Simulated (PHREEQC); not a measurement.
Consider water at 25 °C with 1.5 mmol/kgw HNO3, 0.08 mmol/kgw Fe(NO3)3 and 100 mmol/kgw KH2PO4. Closed to the air; pH follows from the charge balance.

Computed with PHREEQC (ion-association model, wateq4f.dat).

This is a speciation only: nothing precipitates in the calculation.

Estimate the pH, ionic strength.

pH 3.89; ionic strength 0.101 mol/kgw.

In which forms is P present?

H2PO4- 98 %, H3PO4 1.4 % of the P.

Saturation is exceeded, for instance for Strengite, Hematite (slow to form); the values hold only as long as no solid forms. H3PO4, which wateq4f.dat lacks, is added to it with the constant of phreeqc.dat.
